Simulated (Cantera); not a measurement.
Feed: 1 mol CF4, 0.38 mol HCl, held at 1850 °C and 3.70 Pa.

Equilibrium computed with Cantera from the NASA thermochemical tables; the gas is ideal and each condensed phase is pure. Candidate condensed phases: C, C6H6, C7H8, C8H18; 118 gas species. The numbers say what is thermodynamically allowed, not how fast it happens.

Base state: F 0.758, Cl 0.0914, HF 0.0914, CF2 0.0530, CF 0.00622, CF4 0.000123, CF3 9.51e-5, H 2.77e-5 (mole fractions); condensed: C(graphite).

Q: What changes in the equilibrium state with this change: pressure from 3.70 Pa to 1.10 Pa?

A: 
```csv
species,before,after
F,0.758,0.799
Cl,0.0914,0.0883
HF,0.0914,0.0882
CF2,0.0530,0.0175
CF4,0.000123,4.00e-6
CF3,9.51e-5,9.86e-6
"C(graphite), mol",0.753,0.895
```

Q: What changes in the equilibrium state with this change: HCl from 0.38 to 0.018 mol?

A: 
```
species             before     after
----------------  --------  --------
F                    0.758     0.907
CF2                 0.0530    0.0759
CF                 0.00622   0.00745
Cl                  0.0914   0.00482
HF                  0.0914   0.00482
H                  2.77e-5   1.22e-6
CF4               0.000123  0.000252
CF3                9.51e-5  0.000163
C(graphite), mol     0.753     0.687
```

Q: What changes in the equilibrium state with this change: HCl from 0.38 to 0.033 mol?

A: 
```
species             before     after
----------------  --------  --------
F                    0.758     0.900
CF2                 0.0530    0.0747
Cl                  0.0914   0.00880
HF                  0.0914   0.00880
H                  2.77e-5   2.24e-6
CF4               0.000123  0.000244
CF3                9.51e-5  0.000159
CF                 0.00622   0.00739
C3                 1.30e-5   1.30e-5
C(graphite), mol     0.753     0.690
```
